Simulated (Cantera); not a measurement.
Feed: 1 mol Al, 5.2 mol I₂, 14 mol N₂, held at 0.000100 bar.

Equilibrium computed with Cantera from the NASA thermochemical tables; the gas is ideal and each condensed phase is pure. Candidate condensed phases: Al, AlI₃, AlN, I₂; 10 gas species. Equilibrium is a limit: real reactors are often held back by kinetics, nucleation or transport.

### Question
Which condensed phases are stable at each of these points (T (K)): 948, 1023, 1098, 1173, 1248, 1323, 1398, 1473, 1548?

### Answer
| T (K) | condensed phases | Al condensed (%) |
|---|---|---|
| 948 | AlN(s) | 30.3 |
| 1023 | AlN(s) | 80.9 |
| 1098 | AlN(s) | 95.5 |
| 1173 | AlN(s) | 98.1 |
| 1248 | AlN(s) | 95.7 |
| 1323 | AlN(s) | 82.9 |
| 1398 | AlN(s) | 40.6 |
| 1473 | gas only | 0.0 |
| 1548 | gas only | 0.0 |

From 948 K to 1398 K the condensed part is AlN(s). From 1473 K to 1548 K nothing is condensed.
